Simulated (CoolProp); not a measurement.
Properties of R143a along the isotherm 226.85 °C.

Values from CoolProp's reference Helmholtz-energy equation of state, Lemmon and Jacobsen 2000.

```json
[
 {"p (MPa)": "0.0178", "phase": "gas", "isothermal compressibility (1/MPa)": "56.20", "fugacity coefficient": "0.9996"},
 {"p (MPa)": "0.0278", "phase": "gas", "isothermal compressibility (1/MPa)": "36.00", "fugacity coefficient": "0.9993"},
 {"p (MPa)": "0.0433", "phase": "gas", "isothermal compressibility (1/MPa)": "23.12", "fugacity coefficient": "0.9989"},
 {"p (MPa)": "0.0674", "phase": "gas", "isothermal compressibility (1/MPa)": "14.86", "fugacity coefficient": "0.9983"},
 {"p (MPa)": "0.105", "phase": "gas", "isothermal compressibility (1/MPa)": "9.549", "fugacity coefficient": "0.9974"},
 {"p (MPa)": "0.163", "phase": "gas", "isothermal compressibility (1/MPa)": "6.160", "fugacity coefficient": "0.9960"},
 {"p (MPa)": "0.254", "phase": "gas", "isothermal compressibility (1/MPa)": "3.962", "fugacity coefficient": "0.9937"},
 {"p (MPa)": "0.396", "phase": "gas", "isothermal compressibility (1/MPa)": "2.550", "fugacity coefficient": "0.9902"},
 {"p (MPa)": "0.617", "phase": "gas", "isothermal compressibility (1/MPa)": "1.646", "fugacity coefficient": "0.9848"},
 {"p (MPa)": "0.96", "phase": "gas", "isothermal compressibility (1/MPa)": "1.067", "fugacity coefficient": "0.9765"},
 {"p (MPa)": "1.49", "phase": "gas", "isothermal compressibility (1/MPa)": "0.6965", "fugacity coefficient": "0.9638"},
 {"p (MPa)": "2.33", "phase": "gas", "isothermal compressibility (1/MPa)": "0.4547", "fugacity coefficient": "0.9441"},
 {"p (MPa)": "3.62", "phase": "gas", "isothermal compressibility (1/MPa)": "0.3014", "fugacity coefficient": "0.9149"},
 {"p (MPa)": "5.64", "phase": "supercritical", "isothermal compressibility (1/MPa)": "0.2008", "fugacity coefficient": "0.8720"}
]
```
